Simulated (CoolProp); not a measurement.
The fluid at 405.22 K and 0.23 MPa flows at 1.9 m/s in a round tube of 25 mm bore and 1.5 µm roughness, fully developed (64/Re and Nu = 3.66 if laminar; Colebrook and Gnielinski if turbulent). The same conditions are run with several fluids, on thermodynamics alone (safety and materials aside).

The numbers come from the reference Helmholtz-energy equation of state of each fluid (n-pentane: Thol 2019; CF4 (R14): Platzer 1990; R245fa: Akasaka 2015; R124: de Vries 1995; R407C: Lemmon 2003) in CoolProp. The equations of Platzer and Polt are older, rougher fits. Blends and air are pseudo-pure fits.

```tsv
fluid	Reynolds number	Darcy friction factor	pressure drop (Pa/m)	heat-transfer coefficient (W/(m² K))	mass flow (kg/h)
n-pentane	…	0.0243	8.98	71.1	17.2
CF4 (R14)	12800	0.0290	12.6	36.7	20.2
R245fa	27700	0.0241	16.3	65.8	31.5
R124	25800	…	16.8	55.3	…
R407C	16800	…	11.7	40.7	20.0
```

Problem. Fill in the missing entries.

Solution. 
- n-pentane, Reynolds number: 26900
- R124, Darcy friction factor: 0.0245
- R124, mass flow (kg/h): 31.9
- R407C, Darcy friction factor: 0.0271

Transport values come from each fluid's own correlations; those of n-pentane, CF4 (R14), R245fa, R124 are estimates that may be off by 10 % or more.
